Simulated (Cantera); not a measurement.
An isothermal, constant-pressure homogeneous reactor starts with C2H6 : N2 = 1 : 2.5 (molar parts), at 1050 K and 0.0809 atm.

Model: GRI-Mech 3.0 (53 species, 325 reactions), integrated in Cantera. GRI-Mech 3.0 stops at C3 and has no aromatics, soot or wall deposition, so with more carbon than oxygen in the feed, carbon stays in small species such as C2H2 where larger ones or solid carbon would form.

Question: Predict: x(C2H6) at 7.00 s; x(H2) at 7.00 s; x(CH4) at 7.00 s.

Answer: 
```json
{
  "x(C2H6) at 7.00 s": "0.00657 (gas-phase equilibrium 0.000253)",
  "x(H2) at 7.00 s": "0.208 (gas-phase equilibrium 0.0619)",
  "x(CH4) at 7.00 s": "0.0203 (gas-phase equilibrium 0.242)"
}
```
